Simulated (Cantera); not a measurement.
# Thermodynamics of iron carbonyl, mercury and lead vapours, feed PbO + N2 + H2

Input: 1 mol PbO, 38 mol N2, 1.5 mol H2.

These are equilibrium values from Cantera (NASA tables, ideal gas, pure condensed phases), not measurements of a reactor. Candidate condensed phases: H2O, Pb, PbO, PbO2, Pb3O4; 27 gas species. Rates play no part.

### Question
Map the stable condensed phases over T = 550, 600, 650, 700, 750, 800, 850, 900, 950, 1000, 1050 °C and P in Pa = 10, 36, 130, 460, 1700, 6000, 22000, 77000, 280000, 1000000.

### Answer
```
T in °C \ P in Pa
              10      36     130     460    1700    6000   22000   77000  280000 1000000
   1050        A       A       A       A       A       A       B       B       B       B
   1000        A       A       A       A       A       A       B       B       B       B
    950        A       A       A       A       A       B       B       B       B       B
    900        A       A       A       A       A       B       B       B       B       B
    850        A       A       A       A       B       B       B       B       B       B
    800        A       A       A       B       B       B       B       B       B       B
    750        A       A       B       B       B       B       B       B       B       B
    700        A       B       B       B       B       B       B       B       B       B
    650        A       B       B       B       B       B       B       B       B       B
    600        B       B       B       B       B       B       B       B       B       B
    550        B       B       B       B       B       B       B       B       B       B
```
A: gas only; B: Pb.
